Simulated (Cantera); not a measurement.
**Gas activation for diamond growth**

A perfectly stirred reactor is fed with 0.229 % CH4, 99.5 % H2, 0.318 % O2, equivalence ratio 160, at 0.210 bar; it is held at 2798 K, and followed from long to short residence time.

Computed with Cantera and GRI-Mech 3.0 (53 species, 325 reactions).

```tsv
τ (s)	x CH4	x H2	x O2	x CH2CO	x CO2
1.3	3.41e-8	0.832	4.28e-8	<1e-12	1.28e-6
0.48	9.36e-8	0.832	4.69e-8	1.41e-12	1.28e-6
0.18	2.58e-7	0.833	5.78e-8	5.24e-12	1.28e-6
0.069	7.31e-7	0.837	8.68e-8	2.50e-11	1.28e-6
0.026	2.39e-6	0.845	1.72e-7	1.73e-10	1.28e-6
0.010	9.52e-6	0.864	4.44e-7	1.60e-9	1.27e-6
0.0038	4.51e-5	0.895	1.49e-6	1.38e-8	1.17e-6
0.0015	0.000164	0.925	5.43e-6	4.57e-8	7.93e-7
0.00056	0.000469	0.946	2.12e-5	5.64e-8	3.57e-7
0.00021	0.000997	0.960	8.15e-5	3.11e-8	3.10e-7
```
x: mole fraction; the columns are a selection and need not sum to one.
